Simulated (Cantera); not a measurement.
**Silicon epitaxy and polysilicon growth: SiCl4 + Cl2 + H2 + HCl**

Charge: 1 mol SiCl4, 0.049 mol Cl2, 290 mol H2, 0.13 mol HCl, held at 1200 °C and 38.3 Torr.

Cantera equilibrium calculation (NASA polynomials, part measured and part estimated; ideal gas, pure solids and liquids). Candidate condensed phases: Si; 19 gas species. Equilibrium is a limit: real reactors are often held back by kinetics, nucleation or transport.

```json
{
 "x(H2)": "0.986",
 "x(HCl)": "0.0133",
 "x(SiCl2)": "0.000565",
 "x(H)": "5.57e-5",
 "x(SiCl3)": "5.09e-6",
 "x(SiH2Cl2)": "1.19e-6",
 "x(SiHCl3)": "1.09e-6",
 "x(SiH2)": "1.04e-6",
 "n(Si(s))": "0.832 mol",
 "gas_amount": "292.2 mol"
}
```
